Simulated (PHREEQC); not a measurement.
## Polishing slurry liquid: an equilibrium model

Consider water at 85 °C with 8.1 mmol/kgw KOH and 2.9 mmol/kgw CO2. Closed to the air; pH follows from the charge balance.

All values are PHREEQC results (ion-association model, phreeqc.dat), not measurements.

This is a speciation only: nothing precipitates in the calculation.

Q: What pH does the model give?

A: pH 10.01.

Q: In which forms is C present?

A: CO3-2 52 %, HCO3- 48 % of the C.

Constants without temperature data keep their 25 °C values here.
